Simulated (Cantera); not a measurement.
Input: 1 mol MgCl2, 4.4 mol O2, 0.19 mol N2, at 2048 K and 0.460 Pa.

Equilibrium computed with Cantera from the NASA thermochemical tables; the gas is ideal and each condensed phase is pure. Candidate condensed phases: Mg, MgCl2, MgO; 18 gas species. Rates play no part.

Base state: O2 0.365, O 0.270, Cl 0.228, Mg 0.113, N2 0.0207, NO 0.00186, MgO 0.000623, MgCl 0.000292 (mole fractions); condensed: gas only.

### Question
What changes in the equilibrium state with this change: pressure from 0.460 Pa to 0.140 bar?

### Answer
```json
[
 {"species": "O2", "before": "0.365", "after": "0.727"},
 {"species": "Cl", "before": "0.228", "after": "0.126"},
 {"species": "MgCl2", "before": "0.000158", "after": "0.107"},
 {"species": "O", "before": "0.270", "after": "0.00218"},
 {"species": "Mg", "before": "0.113", "after": "2.73e-7"},
 {"species": "N2", "before": "0.0207", "after": "0.0313"},
 {"species": "Cl2", "before": "3.06e-7", "after": "0.00283"},
 {"species": "MgO", "before": "0.000623", "after": "3.71e-7"},
 {"species": "MgO(s), mol", "before": "0", "after": "0.380"}
]
```
